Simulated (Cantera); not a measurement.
Charge: 1 mol Si3N4, 0.066 mol O2, 590 mol H2, at 1727 °C and 7.40 bar.

These are equilibrium values from Cantera (NASA tables, ideal gas, pure condensed phases), not measurements of a reactor. Candidate condensed phases: H2O, Si, SiO2, Si2N2O, Si3N4; 35 gas species. Gases not in the tables: Si2H6 and higher silanes. Kinetics and transport are ignored.

Base state: H2 0.996, N2 0.00337, H 0.000597, SiO 0.000222, SiH2 0.000106, SiH 1.08e-5 (mole fractions); condensed: Si(l).

Problem. What changes in the equilibrium state with this change: temperature from 1727 °C to 1852 °C?

Solution. 
| species | before | after |
|---|---|---|
| H2 | 0.996 | 0.995 |
| N2 | 0.00337 | 0.00337 |
| H | 0.000597 | 0.00133 |
| SiH2 | 0.000106 | 0.000206 |
| SiO | 0.000222 | 0.000222 |
| Si | 5.88e-6 | 2.35e-5 |
| SiH | 1.08e-5 | 3.28e-5 |
| Si(l), mol | 2.79 | 2.71 |

Problem. What changes in the equilibrium state with this change: temperature from 1727 °C to 1477 °C?

Solution. 
| species | before | after |
|---|---|---|
| H2 | 0.996 | 0.999 |
| N2 | 0.00337 | 0.000514 |
| H | 0.000597 | 8.55e-5 |
| SiH2 | 0.000106 | 2.08e-5 |
| SiH | 1.08e-5 | 7.30e-7 |
| SiO | 0.000222 | 1.97e-5 |
| Si(l), mol | 2.79 | 0.367 |
| Si2N2O(s), mol | 0 | 0.120 |
| Si3N4(s), mol | 0 | 0.787 |
Mutual solubility and eutectic melting of coexisting phases are not modelled.
